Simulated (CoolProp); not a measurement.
A single-stage vapour-compression cycle with the fluid: evaporating at 245.15 K (dew point), condensing at 288.15 K (bubble point), superheat 5 K, subcooling 2 K, compressor efficiency 0.65, no pressure losses. The same conditions are run with several fluids, on thermodynamics alone (safety and materials aside).

Computed with CoolProp (reference Helmholtz-energy equation of state of each fluid (CH2F2 (R32): Tillner-Roth 1997; R22: Kamei 1995; R1224YDZ: Akasaka 2023; chloromethane (R40): Thol 2014; trans-2-butene: Lemmon 2005; R236FA: Pan 2012)).

**Question.** Rank CH2F2 (R32), R22, R1224YDZ, chloromethane (R40), trans-2-butene, R236FA by cooling COP, highest first.

**Answer.** trans-2-butene (3.25), R1224YDZ (3.20), chloromethane (R40) (3.15), R22 (3.12), R236FA (3.09), CH2F2 (R32) (3.03)

```csv
fluid,pressure ratio,discharge temperature (K),refrigerating effect (kJ/kg),volumetric capacity (kJ/m³)
CH2F2 (R32),4.32,367.9,289,2320
R22,4.43,345.8,181,1410
R1224YDZ,7.51,315.8,148,145
chloromethane (R40),5.04,392.2,371,786
trans-2-butene,5.83,323.3,348,276
R236FA,6.62,305.8,127,275
```
